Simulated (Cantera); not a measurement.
# Gas-phase reforming

An isothermal, constant-pressure homogeneous reactor starts with CH4 : CO2 = 1 : 0.58 (molar parts), at 1448 K and 0.110 bar.

Model: GRI-Mech 3.0 (53 species, 325 reactions), integrated in Cantera. GRI-Mech 3.0 stops at C3 and has no aromatics, soot or wall deposition, so with more carbon than oxygen in the feed, carbon stays in small species such as C2H2 where larger ones or solid carbon would form.

```tsv
t (s)	x CH4	x CO2	x H2O2	x CH2	x C2H	x CO	x C2H2
2.00e-5	0.633	0.367	<1e-12	<1e-12	<1e-12	1.92e-9	<1e-12
5.37e-5	0.633	0.367	<1e-12	<1e-12	<1e-12	5.30e-9	<1e-12
0.000144	0.633	0.367	<1e-12	1.43e-12	<1e-12	1.44e-8	<1e-12
0.000386	0.633	0.367	<1e-12	1.04e-11	<1e-12	3.89e-8	1.35e-12
0.00104	0.633	0.367	<1e-12	7.15e-11	<1e-12	1.08e-7	7.97e-11
0.00278	0.633	0.367	<1e-12	3.96e-10	<1e-12	3.41e-7	4.67e-9
0.00746	0.633	0.367	<1e-12	1.14e-9	<1e-12	1.42e-6	1.94e-7
0.0200	0.632	0.367	<1e-12	2.32e-9	<1e-12	7.09e-6	4.69e-6
0.0537	0.628	0.367	<1e-12	4.66e-9	6.54e-12	4.50e-5	9.67e-5
0.144	0.615	0.364	<1e-12	6.50e-9	7.61e-11	0.000311	0.00150
0.386	0.578	0.355	<1e-12	5.60e-9	4.38e-10	0.00195	0.0108
1.04	0.503	0.329	<1e-12	4.29e-9	1.24e-9	0.0104	0.0354
2.78	0.380	0.268	<1e-12	3.61e-9	2.49e-9	0.0438	0.0739
7.46	0.220	0.150	<1e-12	4.09e-9	4.56e-9	0.128	0.122
20.0	0.0862	0.0527	<1e-12	4.27e-9	7.22e-9	0.207	0.151
```
x: mole fraction; the columns are a selection and need not sum to one.

Equilibrium at this temperature and pressure: CH4 0.0163, CO2 1.09e-7, H2O2 <1e-12, CH2 3.62e-10, C2H 2.94e-9, CO 0.374, C2H2 0.0578 (gas phase only).
